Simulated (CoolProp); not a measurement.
Carbon monoxide along the isotherm 143.6 K: Z from the reference equation and from simpler models built on Tc = 132.9 K, pc = 3498 kPa, ω = 0.050; each cubic takes its own stable root.

The numbers come from the reference Helmholtz-energy equation of state, Lemmon 2006 in CoolProp. It is a short technical equation, of lower accuracy than the large ones.

```json
[
 {"p (kPa)": "583", "phase": "gas", "reference": "0.9546"},
 {"p (kPa)": "1170", "phase": "gas", "reference": "0.9062"},
 {"p (kPa)": "1750", "phase": "gas", "reference": "0.8550"},
 {"p (kPa)": "2330", "phase": "gas", "reference": "0.7997"},
 {"p (kPa)": "2920", "phase": "gas", "reference": "0.7377"},
 {"p (kPa)": "3500", "phase": "supercritical", "reference": "0.6693"},
 {"p (kPa)": "4080", "phase": "supercritical", "reference": "0.5901"},
 {"p (kPa)": "4660", "phase": "supercritical", "reference": "0.4973"},
 {"p (kPa)": "5250", "phase": "supercritical", "reference": "0.4086"},
 {"p (kPa)": "5830", "phase": "supercritical", "reference": "0.3719"},
 {"p (kPa)": "6410", "phase": "supercritical", "reference": "0.3685"},
 {"p (kPa)": "7000", "phase": "supercritical", "reference": "0.3773"},
 {"p (kPa)": "7580", "phase": "supercritical", "reference": "0.3907"},
 {"p (kPa)": "8160", "phase": "supercritical", "reference": "0.4064"},
 {"p (kPa)": "8750", "phase": "supercritical", "reference": "0.4237"}
]
```

Q: How far does each simpler model (Soave-Redlich-Kwong, Peng-Robinson) lie from the reference over these 15 states: mean and median of the absolute difference, and the worst?

A: 
- Soave-Redlich-Kwong: mean 4.3 %, median 2.1 %, worst +10.4 % at 143.6 K and 6410 kPa
- Peng-Robinson: mean 2.2 %, median 2.1 %, worst -4.8 % at 143.6 K and 4080 kPa
